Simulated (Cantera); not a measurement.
# Equilibrium for silicon oxide and oxynitride deposition: Si2H6 + H2O + H2

Feed: 1 mol Si2H6, 0.15 mol H2O, 0.11 mol H2, held at 950 K and 910 Pa.

Equilibrium computed with Cantera from the NASA thermochemical tables; the gas is ideal and each condensed phase is pure. Candidate condensed phases: H2O, Si, SiO2; 18 gas species. The feed counts by its element totals alone. Kinetics and transport are ignored.

```json
{
  "x(H2)": "1.00",
  "n(Si(s))": "1.93 mol",
  "n(SiO2(β-quartz))": "0.0750 mol",
  "gas_amount": "3.260 mol"
}
```
